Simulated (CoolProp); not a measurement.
Vapour-liquid equilibrium of R152A (1) + isobutane (2) at 262.6 K; x and y are mole fractions of (1).

Values from CoolProp's multi-fluid Helmholtz-energy mixture model, Outcalt 1996 and Bücker 2006; pair parameters Bell 2016.

Question: Give the bubble pressure and the first vapour's composition at x = 0.275, 0.575, 0.65. Is there an azeotrope?

Answer: x = 0.275: 186.7 kPa, y = 0.537; x = 0.575: 207.3 kPa, y = 0.658; x = 0.65: 208.6 kPa, y = 0.681. y crosses x between x = 0.65 and 0.725: the model has an azeotrope there.

Pair parameters are fitted to limited data, so mixtures are less certain than the pure fluids.
